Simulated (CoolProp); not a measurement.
Model: reference Helmholtz-energy equation of state, Thol 2019, in CoolProp.

Give the vapour pressure (kPa), vapour viscosity (µPa s), liquid conductivity (mW/(m K)) of saturated n-hexane at 76.55, 99.35 °C.


```csv
T (°C),p (kPa),vapour viscosity (µPa s),liquid conductivity (mW/(m K))
76.55,129,7.28,106
99.35,242,7.78,100
```

Viscosity comes from a separate model (Michailidou 2013). Thermal conductivity comes from a separate model (Assael 2013).
